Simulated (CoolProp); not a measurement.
Saturation properties of sulfur dioxide (Tc = 430.6 K, pc = 7887 kPa, ω = 0.256).

Computed with CoolProp (reference Helmholtz-energy equation of state, Gao 2016).

| T (K) | p (kPa) | liquid density (kg/m³) | vapour density (kg/m³) | liquid cp (kJ/(kg K)) |
|---|---|---|---|---|
| 249.1 | 51.90 | 1498 | 1.634 | 1.358 |
| 263 | 100.7 | 1462 | 3.034 | 1.361 |
| 276.9 | 180.9 | 1425 | 5.248 | 1.369 |
| 290.7 | 303.4 | 1388 | 8.539 | 1.383 |
| 304.6 | 484.0 | 1348 | 13.30 | 1.403 |
| 318.4 | 735.4 | 1308 | 19.88 | 1.430 |
| 332.3 | 1078 | 1264 | 28.90 | 1.469 |
| 346.2 | 1528 | 1217 | 41.01 | 1.522 |
| 360 | 2100 | 1167 | 57.04 | 1.596 |

It boils at 263.1 K under 1 atm.
